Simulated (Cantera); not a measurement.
Charge: 1 mol Fe2O3, 16 mol HCl, 4.3 mol N2, at 0.000790 bar.

Method: chemical equilibrium by Gibbs-energy minimisation in Cantera with the NASA 1993 tables (ideal gas, pure condensed phases). Candidate condensed phases: Fe, FeCl2, FeCl3, FeO, Fe(OH)2, Fe(OH)3, Fe2O3, Fe3O4, H2O, NH4Cl; 37 gas species. Condensed phases not in the tables: FeOCl. Rates play no part.

Problem. At 600 K, list the 5 most abundant gas species with their mole fractions, and the condensed phases.

Solution. HCl 0.785, N2 0.212, H2O 0.00162, FeCl3 0.000887, Fe2Cl6 9.15e-5. Condensed: Fe2O3(s).
